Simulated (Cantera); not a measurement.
Charge: 1 mol Na₂CO₃, 6.8 mol H₂O, 0.84 mol O₂, at 10000 Pa.

Equilibrium computed with Cantera from the NASA thermochemical tables; the gas is ideal and each condensed phase is pure. Candidate condensed phases: C, C₆H₆, C₇H₈, C₈H₁₈, H₂O, Na, NaOH, NaO₂, Na₂CO₃, Na₂O, Na₂O₂; 117 gas species. Rates play no part.

### Question
Which condensed phases are stable at each of these points (T (K)): 1000, 1025, 1050, 1075, 1100, 1125, 1150, 1175, 1200, 1225, 1250?

### Answer
| T (K) | condensed phases | Na condensed (%) |
|---|---|---|
| 1000 | Na₂CO₃(s) | 99.9 |
| 1025 | Na₂CO₃(s) | 99.9 |
| 1050 | Na₂CO₃(s) | 99.8 |
| 1075 | Na₂CO₃(s) | 99.6 |
| 1100 | Na₂CO₃(s) | 99.4 |
| 1125 | Na₂CO₃(l) | 99.0 |
| 1150 | Na₂CO₃(l) | 98.6 |
| 1175 | Na₂CO₃(l) | 97.9 |
| 1200 | Na₂CO₃(l) | 97.0 |
| 1225 | Na₂CO₃(l) | 95.7 |
| 1250 | Na₂CO₃(l) | 94.0 |

From 1000 K to 1100 K the condensed part is Na₂CO₃(s). From 1125 K to 1250 K the condensed part is Na₂CO₃(l).
